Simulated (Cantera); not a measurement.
Source: NASA polynomial tables (part measured, part estimated), evaluated in Cantera. Values are per mole of reaction as written; species without (g) are pure solids or liquids, kept so even where they would boil at 1 bar.

Task: Between 848 and 1073 K, where is each reaction favourable under standard conditions?
- SiC2(g) ⇌ 2 C + Si(g)
- 2 SiC2(g) + 6 S ⇌ 3 CS2(g) + Si2C(g)

Result: 
- SiC2(g) ⇌ 2 C + Si(g): ΔG° is -116 kJ at 848 K and -103 kJ at 1073 K; it stays negative (K > 1). ΔH° is -164 kJ and ΔS° -57 J/K at 1073 K.
- 2 SiC2(g) + 6 S ⇌ 3 CS2(g) + Si2C(g): ΔG° is -545 kJ at 848 K and -580 kJ at 1073 K; it stays negative (K > 1). ΔH° is -423 kJ and ΔS° 147 J/K at 1073 K.
